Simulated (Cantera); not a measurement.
Charge: 1 mol CCl4, 0.91 mol F2, equilibrated at 2975 °C and 0.0133 bar.

Equilibrium computed with Cantera from the NASA thermochemical tables; the gas is ideal and each condensed phase is pure. The tables' values for CCl are old estimates; treat these amounts as uncertain. The numbers say what is thermodynamically allowed, not how fast it happens.

```tsv
species	before	after
Cl	0.647	0.482
F	0.268	0.443
CF	0.0250	0.0344
C3	0.0341	0.0196
C	0.0169	0.0141
C5	0.000317	0.000126
CF2	0.000938	0.00213
C4	0.000112	5.37e-5
Cl2	2.78e-5	1.54e-5
CCl	6.84e-5	4.23e-5
C2	0.00723	0.00500
```
Gas species are given as mole fractions.

Which change was made?
A. F2 from 0.91 to 0.45 mol
B. F2 from 0.91 to 2 mol
C. F2 from 0.91 to 0.53 mol
D. F2 from 0.91 to 0.029 mol

B, F2 from 0.91 to 2 mol
